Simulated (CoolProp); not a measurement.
100 sccm (0 °C, 1 atm) of nitrogen bubbles through liquid n-octane at 285.9 K and leaves saturated at a total pressure of 0.013 MPa (ideal gas phase). Each further row changes one setting.

The numbers come from the reference Helmholtz-energy equation of state, Beckmüller 2019 in CoolProp.

```json
[
 {"case": "as stated", "vapour pressure (kPa)": "0.906", "mole fraction of vapour": "0.0697", "delivery (mg/min)": "38.2", "delivery (sccm)": "7.49", "change of delivery for a bath 1 K warmer (%)": "6.9"},
 {"case": "bath temperature 290.9 K", "vapour pressure (kPa)": "1.23", "mole fraction of vapour": "0.0946", "delivery (mg/min)": "53.2", "delivery (sccm)": "10.4", "change of delivery for a bath 1 K warmer (%)": "6.8"},
 {"case": "total pressure 0.026 MPa", "vapour pressure (kPa)": "0.906", "mole fraction of vapour": "0.0348", "delivery (mg/min)": "18.4", "delivery (sccm)": "3.61", "change of delivery for a bath 1 K warmer (%)": "6.7"}
]
```
